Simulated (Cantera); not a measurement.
Charge: 1 mol C2H2, 0.14 mol H2O, 0.37 mol H2, 1.6 mol O2, at 1.00 bar.

Method: chemical equilibrium by Gibbs-energy minimisation in Cantera with the NASA 1993 tables (ideal gas, pure condensed phases). Candidate condensed phases: C, C6H6, C7H8, C8H18, H2O; 110 gas species. The numbers say what is thermodynamically allowed, not how fast it happens.

log p: log10 of the partial pressure in bar; nothing condenses.

| T (K) | log p CO | log p H2 | log p H2O | log p CO2 | log p H | log p OH | log p CH4 |
|---|---|---|---|---|---|---|---|
| 973 | -0.49 | -0.54 | -0.86 | -0.60 | -9.24 | <-12 | … |
| 1173 | -0.44 | -0.60 | -0.75 | -0.69 | -7.23 | -9.54 | … |
| 1373 | -0.40 | -0.65 | -0.69 | -0.76 | -5.80 | -7.59 | … |
| 1573 | -0.38 | -0.69 | -0.65 | -0.80 | -4.73 | -6.14 | … |
| 1773 | -0.37 | -0.72 | -0.62 | -0.84 | -3.90 | -5.02 | … |
| 1973 | -0.36 | -0.74 | -0.60 | -0.88 | -3.24 | -4.13 | … |
| 2173 | -0.35 | -0.76 | -0.59 | -0.90 | -2.70 | -3.40 | … |
| 2373 | -0.35 | -0.78 | -0.59 | -0.92 | -2.24 | -2.80 | … |
| 2573 | -0.35 | -0.80 | -0.59 | -0.94 | -1.86 | -2.30 | … |
| 2773 | -0.35 | -0.82 | -0.60 | -0.97 | -1.54 | -1.88 | … |

Some entries are withheld; supply them.


- 973, log p CH4: -2.36
- 1173, log p CH4: -4.64
- 1373, log p CH4: -6.29
- 1573, log p CH4: -7.52
- 1773, log p CH4: -8.46
- 1973, log p CH4: -9.20
- 2173, log p CH4: -9.80
- 2373, log p CH4: -10.30
- 2573, log p CH4: -10.72
- 2773, log p CH4: -11.08
